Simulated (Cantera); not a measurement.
A Cantera script and its output.

```python
import numpy as np
import cantera as ct

gas = ct.Solution("gri30.yaml")
gas.TPX = 1200, 101325, {'N2O': 1, 'H2O': 0.013}
reactor = ct.IdealGasConstPressureReactor(gas, energy="off", clone=False)
net = ct.ReactorNet([reactor])
net.rtol, net.atol = 1e-08, 1e-18
show = ['N2O', 'H2O', 'H2O2', 'OH', 'H', 'NO', 'N2']
times = np.geomspace(1e-05, 10, 10)

steps = ct.SolutionArray(gas, extra=["t"])
rows = []
print(f"{'t/s':>10s}{'T/K':>9s}{'P/Pa':>11s}" + "".join(f"{s:>11s}" for s in show))
for t in times:
    while net.time < t:
        t_next = net.step()
        steps.append(gas.state, t=t_next)
    rows.append([np.interp(t, steps.t, y) for y in (steps.T, steps.P, *steps(*show).X.T)])
    print(f"{t:10.3e}{rows[-1][0]:9.1f}{rows[-1][1]:11.4g}" + "".join(f"{x:11.3e}" for x in rows[-1][2:]))
rate = np.gradient(steps.T, steps.t)
print("integrator steps:", len(steps.t))
if steps.T.max() > steps.T[0] + 200:
    print(f"time of steepest temperature rise: {steps.t[rate.argmax()]:.4e} s")
gas.TPX = 1200, 101325, {'N2O': 1, 'H2O': 0.013}
gas.equilibrate("TP")
print(f"equilibrium (TP): T = {gas.T:.1f} K  " + "  ".join(f"{s} {gas[s].X[0]:.3e}" for s in show))
```

Result:

```
       t/s      T/K       P/Pa        N2O        H2O       H2O2         OH          H         NO         N2
 1.000e-05   1200.0  1.013e+05  9.872e-01  1.283e-02  5.677e-15  4.011e-08  4.169e-12  3.322e-07  4.499e-06
 4.642e-05   1200.0  1.013e+05  9.871e-01  1.283e-02  1.500e-12  2.976e-07  4.372e-11  2.588e-06  2.536e-05
 2.154e-04   1200.0  1.013e+05  9.870e-01  1.283e-02  2.976e-10  1.228e-06  2.081e-10  1.336e-05  1.238e-04
 1.000e-03   1200.0  1.013e+05  9.862e-01  1.283e-02  3.492e-08  3.222e-06  6.858e-10  6.171e-05  5.840e-04
 4.642e-03   1200.0  1.013e+05  9.829e-01  1.281e-02  3.439e-08  6.077e-06  1.037e-09  2.577e-04  2.740e-03
 2.154e-02   1200.0  1.013e+05  9.674e-01  1.274e-02  1.510e-08  8.434e-06  1.102e-09  1.118e-03  1.262e-02
 1.000e-01   1200.0  1.013e+05  9.008e-01  1.246e-02  1.221e-08  1.042e-05  1.068e-09  5.108e-03  5.521e-02
 4.642e-01   1200.0  1.013e+05  6.663e-01  1.145e-02  1.135e-08  1.051e-05  9.351e-10  1.892e-02  2.053e-01
 2.154e+00   1200.0  1.013e+05  2.320e-01  9.588e-03  6.191e-09  7.603e-06  4.612e-10  4.033e-02  4.854e-01
 1.000e+01   1200.0  1.013e+05  1.126e-02  8.642e-03  6.181e-10  2.283e-06  1.973e-11  4.456e-02  6.310e-01
integrator steps: 1511
equilibrium (TP): T = 1200.0 K  N2O 1.459e-08  H2O 8.592e-03  H2O2 1.191e-10  OH 9.825e-07  H 2.720e-12  NO 2.259e-04  N2 6.608e-01
```

Detailed kinetics in Cantera: GRI-Mech 3.0 (53 species, 325 reactions). GRI-Mech 3.0 was tuned for natural gas; its chemistry of N2O as a main component is partial and can be far from experiment. The mechanism lacks the step 2 NO + O2 → 2 NO2, which can matter for NO2 below about 1400 K. The temperature is held fixed by assumption; the heat of reaction is taken as removed at once.
